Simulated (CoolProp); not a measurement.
The numbers come from the reference Helmholtz-energy equation of state, Wagner 2002 in CoolProp.

For water, give the phase and the cp (kJ/(kg K)), cv (kJ/(kg K)), conductivity (mW/(m K)) at 1000 K and 2570 kPa; 1000 K and 20800 kPa; 1000 K and 59300 kPa.


- 1000 K and 2570 kPa: gas; cp 2.33, cv 1.84, conductivity 97.7
- 1000 K and 20800 kPa: gas; cp 2.62, cv 1.94, conductivity 114
- 1000 K and 59300 kPa: supercritical; cp 3.36, cv 2.15, conductivity 164

Thermal conductivity comes from a separate model (Huber 2012).
